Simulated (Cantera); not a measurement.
Feed: 1 mol ZrO₂, 5.6 mol H₂, 31 mol N₂, at 520 Pa.

These are equilibrium values from Cantera (NASA tables, ideal gas, pure condensed phases), not measurements of a reactor. Candidate condensed phases: H₂O, Zr, ZrN, ZrO₂; 28 gas species. Kinetics and transport are ignored.

Problem. At 1500 K, list the 3 most abundant gas species with their mole fractions, and the condensed phases.

Solution. N₂ 0.847, H₂ 0.153, H 9.55e-5. Condensed: ZrO₂(tetragonal).
